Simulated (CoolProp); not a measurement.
Vapour-liquid equilibrium of n-octane (1) + m-xylene (2) at 1.01 MPa; x and y are mole fractions of (1).

Values from CoolProp's multi-fluid Helmholtz-energy mixture model, Beckmüller 2019 and Zhou 2012; pair parameters Bell 2016.

**Question.** Give the bubble temperature and the first vapour's composition at x = 0.5, 0.575, 0.8. Is there an azeotrope?

**Answer.** x = 0.5: 514.9 K, y = 0.547; x = 0.575: 513.7 K, y = 0.619; x = 0.8: 510.4 K, y = 0.824. No azeotrope shows between x = 0.05 and 0.95.

The pair parameters rest on a limited set of measurements; away from them the model extrapolates.
